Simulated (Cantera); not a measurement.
An isothermal, constant-pressure homogeneous reactor starts with CH₄ : N₂ : H₂O = 1 : 2.5 : 0.092 (molar parts), at 1725 K and 1.01 bar.

Cantera simulation using GRI-Mech 3.0 (53 species, 325 reactions); the numbers are that mechanism's predictions, not measurements. GRI-Mech 3.0 stops at C3 and has no aromatics, soot or wall deposition, so with more carbon than oxygen in the feed, carbon stays in small species such as C2H2 where larger ones or solid carbon would form.

One state of this run: x CH₄ = 0.00731; x HCN = 8.77e-7; x C₂H₆ = 1.05e-6; x CH₃ = 4.76e-5; x C₂H₂ = 0.0951; x C₂H = 1.92e-7; x CH₂ = 1.77e-8. x: mole fraction; the columns are a selection and need not sum to one.

**Question.** Which value of t (s) does it belong to?
A) 0.0256
B) 0.00447
C) 0.836
D) 0.000327

**Answer.** C, 0.836
